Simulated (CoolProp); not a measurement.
The fluid at 298.15 K and 1.05 MPa expands adiabatically to 0.129 MPa with isentropic efficiency 0.9. The same conditions are run with several fluids, on thermodynamics alone (safety and materials aside).

Model: reference Helmholtz-energy equation of state of each fluid (CF4 (R14): Platzer 1990; normal hydrogen: Leachman 2009; ethylene: Smukala 2000; nitrogen: Span 2000; carbon monoxide: Lemmon 2006), in CoolProp. The equations of Platzer and Polt are older, rougher fits.

```json
[
 {"fluid": "CF4 (R14)", "work (kJ/kg)": "44.4", "final temperature (K)": "223.2", "final density (kg/m³)": "6.19"},
 {"fluid": "normal hydrogen", "work (kJ/kg)": "___", "final temperature (K)": "173.3", "final density (kg/m³)": "___"},
 {"fluid": "ethylene", "work (kJ/kg)": "128", "final temperature (K)": "___", "final density (kg/m³)": "2.28"},
 {"fluid": "nitrogen", "work (kJ/kg)": "125", "final temperature (K)": "176.5", "final density (kg/m³)": "2.47"},
 {"fluid": "carbon monoxide", "work (kJ/kg)": "125", "final temperature (K)": "___", "final density (kg/m³)": "2.48"}
]
```

### Question
Some entries are withheld; supply them.

### Answer

- normal hydrogen, work (kJ/kg): 1740
- normal hydrogen, final density (kg/m³): 0.180
- ethylene, final temperature (K): 196.4
- carbon monoxide, final temperature (K): 176.4
